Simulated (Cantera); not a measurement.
Feed: 1 mol CO2, 3.5 mol O2, 0.14 mol H2, equilibrated at 0.100 bar.

Method: chemical equilibrium by Gibbs-energy minimisation in Cantera with the NASA 1993 tables (ideal gas, pure condensed phases). Candidate condensed phases: C, C6H6, C7H8, C8H18, H2O; 131 gas species. Ions and electrons are included (thermal ionisation). Equilibrium is a limit: real reactors are often held back by kinetics, nucleation or transport.

Question: At 4477 °C, list the 4 most abundant gas species with their mole fractions, and the condensed phases.

Answer: O 0.859, CO 0.108, H 0.0301, O2 0.00289. Condensed: gas only.
